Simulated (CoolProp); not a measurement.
Vapour-liquid equilibrium of cyclopropane (1) + R134a (2) at 34.65 °C; x and y are mole fractions of (1).

The numbers come from the multi-fluid Helmholtz-energy mixture model, Polt 1992 and Tillner-Roth 1994; pair parameters Bell 2016 in CoolProp. This equation is an older, rougher fit; its heat capacities, sound speeds and derivatives of the liquid may be far off and weren't checked against measurements.

```csv
x,"bubble pressure, mixture model (MPa)","bubble pressure, Raoult's law (MPa)","y, mixture model","y, Raoult's law"
0.05,0.9496,0.8811,0.105,0.053
0.15,1.060,0.8864,0.255,0.158
0.25,1.135,0.8918,0.358,0.261
0.35,1.181,0.8972,0.433,0.364
0.45,1.205,0.9025,0.494,0.465
0.55,1.213,0.9079,0.548,0.565
0.65,1.204,0.9133,0.602,0.663
0.75,1.176,0.9186,0.665,0.761
0.85,1.119,0.9240,0.751,0.857
0.95,1.013,0.9294,0.890,0.953
```

The largest gap from Raoult's law is +33.6 % in bubble pressure, at x = 0.55. y crosses x between x = 0.45 and 0.55: the model has an azeotrope there.

The pair parameters rest on a limited set of measurements; away from them the model extrapolates.
